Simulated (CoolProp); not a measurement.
Saturation properties of oxygen (Tc = 154.6 K, pc = 50.46 bar, ω = 0.022).

Computed with CoolProp (reference Helmholtz-energy equation of state, Schmidt 1985).

```json
[
 {"T (K)": "120.7", "p (bar)": "___", "liquid density (kg/m³)": "969.2", "liquid viscosity (µPa s)": "___"},
 {"T (K)": "122.7", "p (bar)": "11.92", "liquid density (kg/m³)": "955.8", "liquid viscosity (µPa s)": "91.7"},
 {"T (K)": "124.6", "p (bar)": "13.22", "liquid density (kg/m³)": "942.6", "liquid viscosity (µPa s)": "___"},
 {"T (K)": "126.5", "p (bar)": "___", "liquid density (kg/m³)": "928.9", "liquid viscosity (µPa s)": "84.2"},
 {"T (K)": "128.4", "p (bar)": "16.14", "liquid density (kg/m³)": "___", "liquid viscosity (µPa s)": "80.5"},
 {"T (K)": "130.4", "p (bar)": "17.84", "liquid density (kg/m³)": "899.3", "liquid viscosity (µPa s)": "76.8"},
 {"T (K)": "132.3", "p (bar)": "19.58", "liquid density (kg/m³)": "___", "liquid viscosity (µPa s)": "73.4"},
 {"T (K)": "134.2", "p (bar)": "21.43", "liquid density (kg/m³)": "868.0", "liquid viscosity (µPa s)": "70.1"},
 {"T (K)": "136.1", "p (bar)": "___", "liquid density (kg/m³)": "851.1", "liquid viscosity (µPa s)": "66.8"},
 {"T (K)": "138.1", "p (bar)": "25.63", "liquid density (kg/m³)": "832.3", "liquid viscosity (µPa s)": "63.4"},
 {"T (K)": "140", "p (bar)": "27.88", "liquid density (kg/m³)": "813.2", "liquid viscosity (µPa s)": "60.2"},
 {"T (K)": "141.9", "p (bar)": "30.26", "liquid density (kg/m³)": "792.7", "liquid viscosity (µPa s)": "57.1"},
 {"T (K)": "143.8", "p (bar)": "32.80", "liquid density (kg/m³)": "770.4", "liquid viscosity (µPa s)": "53.9"},
 {"T (K)": "145.8", "p (bar)": "35.63", "liquid density (kg/m³)": "744.3", "liquid viscosity (µPa s)": "50.5"}
]
```

Question: Complete the blanks.

Answer: 
- 120.7, p (bar): 10.64
- 120.7, liquid viscosity (µPa s): 95.9
- 124.6, liquid viscosity (µPa s): 87.9
- 126.5, p (bar): 14.63
- 128.4, liquid density (kg/m³): 914.8
- 132.3, liquid density (kg/m³): 884.0
- 136.1, p (bar): 23.41

It boils at 90.2 K under 1 atm.

Viscosity comes from a separate model (Lemmon 2004).
